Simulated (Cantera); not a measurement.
An adiabatic, constant-volume homogeneous reactor starts with 2.78 % C3H8, 20.4 % O2, 76.8 % N2, equivalence ratio 0.68, at 1198 K and 0.880 bar.

Detailed kinetics in Cantera: GRI-Mech 3.0 (53 species, 325 reactions). GRI-Mech 3.0 was tuned for natural gas; its chemistry of propane as a main component is partial and can be far from experiment.

One state of this run: T (K) = 2657; P (bar) = 2.04; x C3H8 = <1e-12; x O2 = 0.0587; x CO = 0.0152; x O = 0.00513; x CO2 = 0.0647; x CH4 = <1e-12. x: mole fraction; the columns are a selection and need not sum to one.

Task: Which value of t (s) does it belong to?
A) 7.19e-6
B) 9.28e-5
C) 0.200
D) 2.00e-6

Result: C, 0.200
